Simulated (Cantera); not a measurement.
# Thermal oxidation and active oxidation of silicon: Si + N2O + H2

Feed: 1 mol Si, 0.91 mol N2O, 68 mol H2, equilibrated at 0.960 Pa.

These are equilibrium values from Cantera (NASA tables, ideal gas, pure condensed phases), not measurements of a reactor. Candidate condensed phases: H2O, Si, SiO2, Si2N2O, Si3N4; 35 gas species. Mutual solubility and eutectic melting of coexisting phases are not modelled. The tables hold silica as quartz up to 1696 K and as liquid above; real silica turns to tridymite and cristobalite and melts near 1996 K. Kinetics and transport are ignored.

From 1000 K to 1200 K the condensed part is SiO2(β-quartz) + Si2N2O(s). At 1300 K the condensed part is Si2N2O(s). From 1400 K to 1500 K the condensed part is Si(s). From 1600 K to 1800 K nothing is condensed. The main Si-bearing gas is SiO throughout.

```tsv
T (K)	log p H2	log p H	log p SiO	log p N2	log p Si	log p SiH	n SiO2(β-quartz)	n Si2N2O(s)	n Si(s)
1000	-5.02	-11.15	-12.10	-7.12	<-17	<-17	0.273	0.363	0
1100	-5.02	-10.10	-9.68	-7.12	<-17	<-17	0.273	0.363	0
1200	-5.02	-9.22	-7.68	-7.08	-14.68	-16.02	0.224	0.314	0
1300	-5.03	-8.47	-6.95	-6.95	-11.28	-12.88	0	0.0900	0
1400	-5.03	-7.83	-6.90	-6.90	-9.08	-10.90	0	0	0.0839
1500	-5.03	-7.27	-6.90	-6.90	-7.98	-9.99	0	0	0.0119
1600	-5.04	-6.78	-6.91	-6.91	-7.92	-10.10	0	0	0
1700	-5.05	-6.36	-6.91	-6.91	-7.92	-10.26	0	0	0
1800	-5.08	-5.99	-6.93	-6.93	-7.93	-10.42	0	0	0
```
log p: log10 of the partial pressure in bar; n: condensed amount in mol.
